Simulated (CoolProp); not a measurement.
Vapour-liquid equilibrium of R22 (1) + n-pentane (2) at 212.6 K; x and y are mole fractions of (1).

Computed with CoolProp (multi-fluid Helmholtz-energy mixture model, Kamei 1995 and Thol 2019; pair parameters Bell 2016).

Question: Give the bubble pressure and the first vapour's composition at x = 0.2, 0.425, 0.95. Is there an azeotrope?

Answer: x = 0.2: 0.01808 MPa, y = 0.972; x = 0.425: 0.02674 MPa, y = 0.984; x = 0.95: 0.03480 MPa, y = 0.996. No azeotrope shows between x = 0.05 and 0.95.

Pair parameters are fitted to limited data, so mixtures are less certain than the pure fluids. With so large a gap from Raoult's law the liquid may split in two, which this calculation doesn't test in full.
